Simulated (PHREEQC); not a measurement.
**Metal-bearing waste water**

Make-up at 25 °C: 23 mmol/kgw CdCl2, 73 mmol/kgw MgSO4, 0.045 mmol/kgw H2SO4 and 48 mmol/kgw Na2SO4. Closed to the air; pH follows from the charge balance.

The numbers come from PHREEQC with the ion-association model, phreeqc.dat.

No solid was allowed to form.

Problem. Estimate the pH.

Solution. pH 4.57.

Problem. In which forms is Na present?

Solution. Na+ 93 %, NaSO4- 7.3 % of the Na.
